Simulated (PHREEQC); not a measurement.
Model water analysis in mmol/kgw, 25 °C, pH 7.9, pe -0.5:

```
constituent           mmol/kgw
--------------------  --------
Na                        90.5
K                         10.3
Ca                        2.03
Mg                        4.27
Cl                         106
S(6)                      4.76
Alkalinity (meq/kgw)    0.0724
B                       0.0897
Si                      0.0456
```

Cl is adjusted to close the charge balance.
Valence states are taken as typed.

All values are PHREEQC results (ion-association model, wateq4f.dat), not measurements.

```
Quantity                Value
--------------  -------------
ionic strength  0.121 mol/kgw
```

| species | molality | activity | log γ |
|---|---|---|---|
| Cl- | 0.104 | 0.0779 | -0.125 |
| Na+ | 0.0899 | 0.0694 | -0.113 |
| K+ | 0.0102 | 0.00766 | -0.125 |
| Mg+2 | 0.00385 | 0.00149 | -0.411 |
| SO4-2 | 0.00353 | 0.00124 | -0.456 |
| Ca+2 | 0.00186 | 0.000690 | -0.431 |
| NaSO4- | 0.000553 | 0.000430 | -0.110 |
| MgSO4 | 0.000420 | 0.000432 | 0.012 |
| CaSO4 | 0.000166 | 0.000170 | 0.012 |
| KSO4- | 8.57e-5 | 6.66e-5 | -0.110 |
| H3BO3 | 8.43e-5 | 8.66e-5 | 0.012 |

No solid was allowed to form.
